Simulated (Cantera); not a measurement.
A perfectly stirred reactor is fed with CH₄ : C₂H₆ : O₂ : N₂ = 1 : 1 : 11.2 : 42.2 (molar parts), equivalence ratio 0.49, at 0.454 atm; it is adiabatic with a 723 K inlet, and is followed from long to short residence time, starting on the burning branch (τ in s: 0.45, 0.14, 0.044, 0.014, 0.0043, 0.0013, 0.00042, 0.00013, 4e-05, 1.3e-05).

Computed with Cantera and GRI-Mech 3.0 (53 species, 325 reactions).

x: mole fraction; the columns are a selection and need not sum to one.

```json
[
 {"τ (s)": "0.45", "T (K)": "1815", "x CH₄": "1.31e-6", "x C₂H₆": "2.79e-7", "x O₂": "0.102", "x CH₃": "4.58e-7", "x N₂O": "2.55e-7", "x CH₂CO": "4.49e-7", "x H₂O": "0.0886"},
 {"τ (s)": "0.14", "T (K)": "1808", "x CH₄": "2.77e-6", "x C₂H₆": "6.42e-7", "x O₂": "0.102", "x CH₃": "9.01e-7", "x N₂O": "3.36e-7", "x CH₂CO": "1.03e-6", "x H₂O": "0.0882"},
 {"τ (s)": "0.044", "T (K)": "1796", "x CH₄": "5.74e-6", "x C₂H₆": "1.40e-6", "x O₂": "0.101", "x CH₃": "1.77e-6", "x N₂O": "3.55e-7", "x CH₂CO": "2.08e-6", "x H₂O": "0.0876"},
 {"τ (s)": "0.014", "T (K)": "1775", "x CH₄": "1.21e-5", "x C₂H₆": "3.02e-6", "x O₂": "0.102", "x CH₃": "3.59e-6", "x N₂O": "3.14e-7", "x CH₂CO": "3.75e-6", "x H₂O": "0.0866"},
 {"τ (s)": "0.0043", "T (K)": "1739", "x CH₄": "…", "x C₂H₆": "…", "x O₂": "0.102", "x CH₃": "…", "x N₂O": "…", "x CH₂CO": "…", "x H₂O": "0.0850"},
 {"τ (s)": "0.0013", "T (K)": "1681", "x CH₄": "7.23e-5", "x C₂H₆": "1.77e-5", "x O₂": "0.103", "x CH₃": "1.89e-5", "x N₂O": "1.94e-7", "x CH₂CO": "1.17e-5", "x H₂O": "0.0830"},
 {"τ (s)": "0.00042", "T (K)": "1599", "x CH₄": "…", "x C₂H₆": "…", "x O₂": "0.108", "x CH₃": "…", "x N₂O": "…", "x CH₂CO": "…", "x H₂O": "0.0807"},
 {"τ (s)": "0.00013", "T (K)": "723", "x CH₄": "0.0181", "x C₂H₆": "0.0181", "x O₂": "0.202", "x CH₃": "<1e-12", "x N₂O": "<1e-12", "x CH₂CO": "<1e-12", "x H₂O": "<1e-12"},
 {"τ (s)": "4.0e-5", "T (K)": "723", "x CH₄": "0.0181", "x C₂H₆": "0.0181", "x O₂": "0.202", "x CH₃": "<1e-12", "x N₂O": "<1e-12", "x CH₂CO": "<1e-12", "x H₂O": "<1e-12"},
 {"τ (s)": "1.3e-5", "T (K)": "723", "x CH₄": "0.0181", "x C₂H₆": "0.0181", "x O₂": "0.202", "x CH₃": "<1e-12", "x N₂O": "<1e-12", "x CH₂CO": "<1e-12", "x H₂O": "<1e-12"}
]
```

**Question.** Fill in the missing entries.

**Answer.** 
- 0.0043, x CH₄: 2.76e-5
- 0.0043, x C₂H₆: 6.88e-6
- 0.0043, x CH₃: 7.83e-6
- 0.0043, x N₂O: 2.52e-7
- 0.0043, x CH₂CO: 6.50e-6
- 0.00042, x CH₄: 0.000238
- 0.00042, x C₂H₆: 5.70e-5
- 0.00042, x CH₃: 5.46e-5
- 0.00042, x N₂O: 1.41e-7
- 0.00042, x CH₂CO: 2.53e-5
